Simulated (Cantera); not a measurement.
Input (Python, Cantera):

```python
import numpy as np
import cantera as ct

gas = ct.Solution("gri30.yaml")
gas.TPX = 375, 47000, {'CH4': 1, 'H2': 1, 'O2': 2.75, 'N2': 10.3}
flame = ct.FreeFlame(gas, width=0.068)
flame.set_refine_criteria(ratio=3, slope=0.08, curve=0.16)
flame.transport_model = "mixture-averaged"
flame.solve(loglevel=0, auto=True)
z, T = flame.grid, flame.T
thick = (T[-1] - T[0]) / np.gradient(T, z).max()
show = ['CH4', 'H2', 'O2', 'CH2', 'NO2', 'C2H2']
print(f"laminar burning velocity  {flame.velocity[0] * 100:.3f} cm/s")
print(f"burnt temperature         {T[-1]:.1f} K")
print(f"thermal thickness         {thick * 1e3:.4f} mm")
print(f"grid points               {len(z)}")
z0 = z[flame.heat_release_rate.argmax()]
print(f"{'z/mm':>9s}{'T/K':>9s}{'u/(m/s)':>9s}" + "".join(f"{s:>11s}" for s in show))
rows = []
for k in (-3, -2, -1.5, -1, -0.5, -0.25, 0, 0.25, 0.5, 1, 2, 4, 8):
    zz = z0 + k * thick
    rows.append([k * thick, np.interp(zz, z, T), np.interp(zz, z, flame.velocity),
                 *(np.interp(zz, z, flame.X[gas.species_index(s)]) for s in show)])
    print(f"{rows[-1][0] * 1e3:9.3f}{rows[-1][1]:9.1f}{rows[-1][2]:9.3f}" + "".join(f"{x:11.3e}" for x in rows[-1][3:]))
```

Output:

```
laminar burning velocity  99.462 cm/s
burnt temperature         2213.8 K
thermal thickness         0.6441 mm
grid points               153
     z/mm      T/K  u/(m/s)        CH4         H2         O2        CH2        NO2       C2H2
   -1.932    375.0    0.994  6.646e-02  6.621e-02  1.828e-01  3.482e-20  3.973e-13  2.176e-12
   -1.288    375.3    0.994  6.652e-02  6.538e-02  1.829e-01  6.933e-17  1.069e-11  7.459e-11
   -0.966    376.7    0.997  6.659e-02  6.388e-02  1.832e-01  1.649e-14  1.115e-10  8.461e-10
   -0.644    397.1    1.047  6.629e-02  5.945e-02  1.833e-01  4.012e-11  2.787e-09  2.906e-08
   -0.322    706.3    1.858  5.528e-02  4.819e-02  1.667e-01  2.539e-07  4.387e-09  1.703e-06
   -0.161   1116.2    2.953  3.475e-02  4.111e-02  1.330e-01  4.502e-06  1.384e-09  7.844e-06
    0.000   1525.0    4.066  9.899e-03  3.221e-02  8.500e-02  2.837e-05  9.687e-10  2.092e-05
    0.161   1702.4    4.550  9.769e-04  2.180e-02  5.343e-02  9.051e-06  4.715e-10  5.775e-06
    0.322   1753.4    4.676  5.169e-05  1.648e-02  4.144e-02  6.286e-07  5.077e-10  2.466e-07
    0.644   1807.7    4.795  1.746e-07  1.467e-02  3.508e-02  2.654e-09  6.597e-10  2.904e-10
    1.288   1877.6    4.953  3.706e-11  1.385e-02  3.175e-02  7.880e-13  9.213e-10  2.114e-14
    2.576   1961.2    5.146  1.113e-16  1.181e-02  2.903e-02  6.566e-17  1.460e-09  9.377e-21
    5.153   2046.6    5.340  1.676e-17  9.038e-03  2.626e-02  2.318e-17  2.681e-09  1.828e-22
```

Detailed kinetics in Cantera: GRI-Mech 3.0 (53 species, 325 reactions). Burning velocities carry a grid error of a few per cent, more on coarse grids.
